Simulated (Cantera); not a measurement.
Cantera with NASA thermochemical tables; ideal gases at 1 bar, condensed phases pure. Values are per mole of reaction as written; species without (g) are pure solids or liquids, kept so even where they would boil at 1 bar.

Question: Between 2273 and 2648 K, where is each reaction favourable under standard conditions?
- Ca(g) + H₂S(g) ⇌ CaS + 2 H(g)

Answer: 
- Ca(g) + H₂S(g) ⇌ CaS + 2 H(g): ΔG° is -109 kJ at 2273 K and -104 kJ at 2648 K; it stays negative (K > 1). ΔH° is -131 kJ and ΔS° -10 J/K at 2648 K.
